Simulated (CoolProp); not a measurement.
Vapour pressure (MPa) of methanol: the reference equation beside estimates from Tc = 513.4 K, pc = 8.216 MPa, ω = 0.565. Clausius-Clapeyron is anchored at 408.1 K with a constant enthalpy of vaporisation of 29.39 kJ/mol.

Values from CoolProp's reference Helmholtz-energy equation of state, de Reuck 1993.

```csv
T (K),reference,Lee-Kesler,Clausius-Clapeyron,van der Waals,Redlich-Kwong,Soave-Redlich-Kwong,Peng-Robinson
371.9,0.3400,0.3427,0.4125,1.957,0.9532,0.3432,0.3463
383.9,0.4910,0.4988,0.5552,2.288,1.225,0.5005,0.5022
396,0.6937,0.7078,0.7356,2.655,1.550,0.7120,0.7111
408.1,0.9584,0.9791,0.9584,3.058,1.931,0.9877,0.9829
420.2,1.298,1.324,1.230,3.498,2.372,1.340,1.330
432.3,1.726,1.756,1.556,3.975,2.878,1.782,1.765
444.4,2.258,2.288,1.944,4.492,3.452,2.328,2.304
456.5,2.909,2.936,2.401,5.048,4.098,2.993,2.962
468.5,3.687,3.713,2.927,5.639,4.814,3.785,3.749
480.6,4.622,4.651,3.539,6.276,5.616,4.736,4.697
492.7,5.742,5.774,4.240,6.956,6.501,5.855,5.821
```

Absolute difference from the reference over all 11 rows, mean and median: Lee-Kesler 1.3 and 1.3 %, Clausius-Clapeyron 14.3 and 13.9 %, van der Waals 175.0 and 130.3 %, Redlich-Kwong 78.5 and 66.7 %, Soave-Redlich-Kwong 2.6 and 2.7 %, Peng-Robinson 2.0 and 2.0 %.
